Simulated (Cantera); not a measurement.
Input: 1 mol TiO2, 3.5 mol CO, 1.6 mol H2, at 2300 °C.

These are equilibrium values from Cantera (NASA tables, ideal gas, pure condensed phases), not measurements of a reactor. Candidate condensed phases: C, C6H6, C7H8, C8H18, H2O, Ti, TiC, TiO, TiO2, Ti2O3, Ti3O5, Ti4O7; 113 gas species. Kinetics and transport are ignored.

Problem. Which condensed phases are stable at each of these points (P (Pa)): 10, 52, 270, 1400, 7200, 37000, 190000, 1000000?

Solution. 
```json
[
 {"P (Pa)": "10", "condensed phases": "gas only", "Ti condensed (%)": "0.0"},
 {"P (Pa)": "52", "condensed phases": "gas only", "Ti condensed (%)": "0.0"},
 {"P (Pa)": "270", "condensed phases": "Ti3O5(l)", "Ti condensed (%)": "54.5"},
 {"P (Pa)": "1400", "condensed phases": "Ti3O5(l)", "Ti condensed (%)": "92.2"},
 {"P (Pa)": "7200", "condensed phases": "Ti3O5(l)", "Ti condensed (%)": "98.6"},
 {"P (Pa)": "37000", "condensed phases": "Ti3O5(l)", "Ti condensed (%)": "99.7"},
 {"P (Pa)": "190000", "condensed phases": "Ti3O5(l)", "Ti condensed (%)": "99.9"},
 {"P (Pa)": "1000000", "condensed phases": "Ti3O5(l)", "Ti condensed (%)": "100.0"}
]
```

From 0.000100 bar to 0.000520 bar nothing is condensed. From 0.00270 bar to 10.0 bar the condensed part is Ti3O5(l).
